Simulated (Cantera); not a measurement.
An isothermal plug-flow reactor at 550 K and 0.878 atm (inlet), inlet velocity 4 m/s, active area per volume 150 1/m; feed H₂ : O₂ : N₂ : H₂O = 0.0043 : 0.033 : 0.79 : 0.02 (molar parts), equivalence ratio 0.065.

Model: Deutschmann's 1995 Pt surface mechanism with GRI-Mech 3.0 gas chemistry, integrated in Cantera. Catalytic surfaces can have several steady states; this one follows from the mechanism file's or the stated starting coverage. Mass transfer to the wall is taken as infinitely fast.

One state of this run: x H₂ = 0.00474; x O₂ = 0.0388; x H₂O = 0.0239; θ free Pt = 0.190; θ O* = 0.768; θ OH* = 0.0411. x: gas mole fraction; θ: surface coverage.

Problem. Which value of z (m) does it belong to?
A) 0.0015
B) 0.0033
C) 0.007
D) 0.00033

Solution. D, 0.00033
